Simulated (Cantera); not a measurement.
**Roasting and sulfation: MgCO₃ + SO₂ + CO₂ + O₂**

Feed: 1 mol MgCO₃, 0.053 mol SO₂, 6.4 mol CO₂, 0.013 mol O₂, held at 48.0 mbar.

Method: chemical equilibrium by Gibbs-energy minimisation in Cantera with the NASA 1993 tables (ideal gas, pure condensed phases). Candidate condensed phases: C, Mg, MgCO₃, MgO, MgS, MgSO₄, S; 26 gas species. The numbers say what is thermodynamically allowed, not how fast it happens.

| T (K) | x CO₂ | x SO₂ | x O₂ | x SO₃ | x CO | n MgO(s) | n MgSO₄(s) |
|---|---|---|---|---|---|---|---|
| 798 | 0.996 | 0.00364 | <1e-12 | 2.11e-8 | 6.77e-8 | 0.974 | 0.0260 |
| 848 | 0.996 | 0.00364 | 4.69e-10 | 2.57e-7 | 2.87e-8 | 0.974 | 0.0260 |
| 898 | 0.996 | 0.00364 | 1.85e-7 | 2.36e-6 | 1.35e-8 | 0.974 | 0.0260 |
| 948 | 0.996 | 0.00371 | 3.67e-5 | 1.69e-5 | 7.07e-9 | 0.975 | 0.0253 |
| 998 | 0.992 | 0.00648 | 0.00143 | 9.93e-5 | 6.81e-9 | 0.996 | 0.00391 |
| 1048 | 0.991 | 0.00703 | 0.00171 | 6.72e-5 | 3.16e-8 | 1.00 | 0 |
| 1098 | 0.991 | 0.00706 | 0.00172 | 4.07e-5 | 1.38e-7 | 1.00 | 0 |
| 1148 | 0.991 | 0.00707 | 0.00173 | 2.57e-5 | 5.28e-7 | 1.00 | 0 |
| 1198 | 0.991 | 0.00708 | 0.00173 | 1.69e-5 | 1.81e-6 | 1.00 | 0 |
| 1248 | 0.991 | 0.00709 | 0.00174 | 1.15e-5 | 5.61e-6 | 1.00 | 0 |
| 1298 | 0.991 | 0.00709 | 0.00175 | 8.03e-6 | 1.59e-5 | 1.00 | 0 |
x: gas mole fraction; n: condensed amount in mol.

From 798 K to 998 K the condensed part is MgO(s) + MgSO₄(s). From 1048 K to 1298 K the condensed part is MgO(s).
